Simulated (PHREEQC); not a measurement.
0.02 g of hydrous ferric oxide (600 m²/g; 0.2 weak and 0.005 strong sites per Fe, Dzombak-Morel constants, diffuse double layer) in 1 kg of water with 0.1 mol/kgw of an inert sodium salt and 0.01 mmol/kgw H3BO3, at 25 °C; the pH is set by adding NaOH or the inert anion's acid. O2 is buffered at 0.21 atm. The system is closed to CO2. No solid was allowed to form.

Model: ion-association model, wateq4f.dat, run in PHREEQC.

```
pH   B sorbed (%)  surface charge σ (C/m²)  surface potential ψ (mV)
---  ------------  -----------------------  ------------------------
4             0.0                    0.321                       147
4.5           0.0                    0.272                       138
5             0.0                    0.215                       126
5.5           0.0                    0.159                       111
6             0.0                    0.111                        93
6.5           0.0                    0.074                        74
7             0.0                    0.045                        52
7.5           0.0                    0.022                        29
8             0.0                    0.004                         5
8.5           0.0                   -0.014                       -19
9             0.0                   -0.034                       -42
9.5           0.0                   -0.060                       -65
10            0.0                   -0.094                       -85
```

Species that the database lacks are ignored.
